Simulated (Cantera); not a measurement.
Input (Python, Cantera):

```python
import numpy as np
import cantera as ct

gas = ct.Solution("gri30.yaml", transport_model="multicomponent")
show = ['C2H2', 'H', 'CH3']

rows = []
print(f"{'T/K':>7s}{'rho':>11s}{'cp':>10s}{'mu':>11s}{'lambda':>11s}{'Pr':>7s}" + "".join(f"{'D_' + s:>11s}" for s in show))
for T in [400, 650, 900, 1150, 1400, 1650]:
    gas.TPX = T, 2000, {'H2O': 0.92, 'N2O': 0.66}
    Pr = gas.cp_mass * gas.viscosity / gas.thermal_conductivity
    D = [gas.mix_diff_coeffs_mole[gas.species_index(s)] for s in show]
    rows.append([gas.density, gas.cp_mass, gas.viscosity, gas.thermal_conductivity, Pr, *D])
    print(f"{T:7g}{gas.density:11.4e}{gas.cp_mass:10.1f}{gas.viscosity:11.4e}"
          f"{gas.thermal_conductivity:11.4e}{Pr:7.3f}" + "".join(f"{d:11.4e}" for d in D))
print("SI units: kg/m3, J/kg/K, Pa s, W/m/K, m2/s")
```

Result:

```
    T/K        rho        cp         mu     lambda     Pr     D_C2H2        D_H      D_CH3
    400 1.7364e-02    1308.8 1.7039e-05 3.2887e-02  0.678 1.2942e-03 9.9726e-03 1.7791e-03
    650 1.0686e-02    1461.7 2.6830e-05 5.8194e-02  0.674 3.1958e-03 2.4206e-02 4.3158e-03
    900 7.7175e-03    1587.3 3.5664e-05 8.4190e-02  0.672 5.7140e-03 4.2890e-02 7.6451e-03
   1150 6.0397e-03    1690.5 4.3727e-05 1.1026e-01  0.670 8.7596e-03 6.5413e-02 1.1658e-02
   1400 4.9612e-03    1776.8 5.1171e-05 1.3598e-01  0.669 1.2278e-02 9.1397e-02 1.6287e-02
   1650 4.2095e-03    1849.2 5.8113e-05 1.6108e-01  0.667 1.6231e-02 1.2058e-01 2.1487e-02
SI units: kg/m3, J/kg/K, Pa s, W/m/K, m2/s
```

Cantera simulation using GRI-Mech 3.0 (53 species, 325 reactions); the numbers are that mechanism's predictions, not measurements. Polar gases are described roughly by these parameters. The composition is frozen, though it would react at the higher temperatures.
